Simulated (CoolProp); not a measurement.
Aqueous potassium formate as a coolant, at 15 °C, 1 atm.

Computed with CoolProp (Melinder's fits for secondary coolants).

```json
[
 {"mass %": "4.4", "freezing point (°C)": "-2.0", "conductivity (W/(m K))": "0.581", "Prandtl number": "8.56", "cp (kJ/(kg K))": "4.017", "density (kg/m³)": "1027"},
 {"mass %": "8.7", "freezing point (°C)": "-4.2", "conductivity (W/(m K))": "0.573", "Prandtl number": "8.77", "cp (kJ/(kg K))": "3.856", "density (kg/m³)": "1053"},
 {"mass %": "13", "freezing point (°C)": "-6.7", "conductivity (W/(m K))": "0.565", "Prandtl number": "8.96", "cp (kJ/(kg K))": "3.698", "density (kg/m³)": "1079"},
 {"mass %": "17.3", "freezing point (°C)": "-9.6", "conductivity (W/(m K))": "0.558", "Prandtl number": "9.26", "cp (kJ/(kg K))": "3.545", "density (kg/m³)": "1106"},
 {"mass %": "21.7", "freezing point (°C)": "-13.0", "conductivity (W/(m K))": "0.550", "Prandtl number": "9.70", "cp (kJ/(kg K))": "3.395", "density (kg/m³)": "1135"},
 {"mass %": "26", "freezing point (°C)": "-16.9", "conductivity (W/(m K))": "0.543", "Prandtl number": "10.2", "cp (kJ/(kg K))": "3.256", "density (kg/m³)": "1164"},
 {"mass %": "30.3", "freezing point (°C)": "-21.5", "conductivity (W/(m K))": "0.534", "Prandtl number": "10.8", "cp (kJ/(kg K))": "3.125", "density (kg/m³)": "1194"},
 {"mass %": "34.6", "freezing point (°C)": "-26.9", "conductivity (W/(m K))": "0.525", "Prandtl number": "11.4", "cp (kJ/(kg K))": "3.006", "density (kg/m³)": "1224"}
]
```
